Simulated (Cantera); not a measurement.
## Catalytic combustion on Pt

An isothermal plug-flow reactor at 1298 K and 0.230 bar (inlet), inlet velocity 2.5 m/s, active area per volume 440 1/m; feed CH4 : O2 : N2 : H2O = 0.0022 : 0.011 : 0.79 : 0.07 (molar parts), equivalence ratio 0.40.

Model: Deutschmann's 1995 Pt surface mechanism with GRI-Mech 3.0 gas chemistry, integrated in Cantera. Catalytic surfaces can have several steady states; this one follows from the mechanism file's or the stated starting coverage. Mass transfer to the wall is taken as infinitely fast.

```tsv
z (m)	x CH4	x O2	x H2O	x CO2	x CO	θ free Pt	θ O*	θ OH*
0.00015	0.00239	0.0124	0.0804	0.000107	1.14e-5	0.775	0.224	0.00113
0.00024	0.00232	0.0122	0.0805	0.000176	1.12e-5	0.776	0.223	0.00113
0.0004	0.00220	0.0120	0.0808	0.000293	1.07e-5	0.777	0.222	0.00113
0.00068	0.00199	0.0116	0.0812	0.000485	9.81e-6	0.778	0.221	0.00113
0.0011	0.00172	0.0111	0.0817	0.000742	8.60e-6	0.780	0.219	0.00113
0.0019	0.00131	0.0103	0.0825	0.00114	6.66e-6	0.783	0.216	0.00113
0.0031	0.000860	0.00941	0.0834	0.00158	4.51e-6	0.787	0.212	0.00113
0.0052	0.000413	0.00853	0.0842	0.00202	2.26e-6	0.791	0.208	0.00113
0.0087	0.000123	0.00793	0.0848	0.00232	7.33e-7	0.793	0.206	0.00112
0.015	1.50e-5	0.00769	0.0851	0.00244	1.25e-7	0.795	0.204	0.00112
```
x: gas mole fraction; θ: surface coverage.
